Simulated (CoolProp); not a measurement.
A single-stage vapour-compression cycle with n-perfluorohexane: evaporating at 307.15 K (dew point), condensing at 366.15 K (bubble point), superheat 2 K, subcooling 0 K, compressor efficiency 0.85, no pressure losses. Each further row changes one setting.

Computed with CoolProp (reference Helmholtz-energy equation of state, Gao 2022).

| case | cooling COP | pressure ratio | discharge temperature (K) | refrigerating effect (kJ/kg) | volumetric capacity (kJ/m³) |
|---|---|---|---|---|---|
| as stated | ? | 6.89 | 366.1 | 27.0 | 157 |
| evaporating temperature 312.15 K | 2.38 | 5.65 | 366.1 | 31.0 | 218 |
| condensing temperature 361.15 K | 2.42 | ? | 361.1 | 32.7 | 191 |
| subcooling 5 K | 2.30 | 6.89 | 366.1 | 32.7 | 191 |
| superheat 12 K | 2.23 | 6.89 | 366.1 | 35.4 | ? |
| compressor efficiency 0.75 | 1.67 | 6.89 | 366.1 | 27.0 | 157 |

Task: Some entries are withheld; supply them.

Result: 
- as stated, cooling COP: 1.89
- condensing temperature 361.15 K, pressure ratio: 6.03
- superheat 12 K, volumetric capacity (kJ/m³): 200

The compression ends wet for: as stated; evaporating temperature 312.15 K; condensing temperature 361.15 K; subcooling 5 K; superheat 12 K; compressor efficiency 0.75.
